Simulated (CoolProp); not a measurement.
Properties of n-pentane along the isobar 4.19 MPa.

Computed with CoolProp (reference Helmholtz-energy equation of state, Thol 2019).

```
T (°C)   phase  density (kg/m³)  cp (kJ/(kg K))  fugacity coefficient
------  ------  ---------------  --------------  --------------------
-79.45  liquid            720.5           1.982              3.299e-5
-67.05  liquid            709.6           2.003             0.0001055
-54.55  liquid            698.6           2.029             0.0002919
-42.15  liquid            687.7           2.060             0.0007056
-29.75  liquid            676.7           2.096              0.001535
-17.25  liquid            665.5           2.136              0.003069
-4.85   liquid            654.2           2.180              0.005653
7.55    liquid            642.8           2.228              0.009756
20.05   liquid            631.1           2.279               0.01597
32.45   liquid            619.2           2.333               0.02478
44.85   liquid            607.1           2.390               0.03685
57.35   liquid            594.5           2.450               0.05289
69.75   liquid            581.5           2.513               0.07319
82.15   liquid            568.1           2.579               0.09831
94.65   liquid            553.9           2.649                0.1288
```
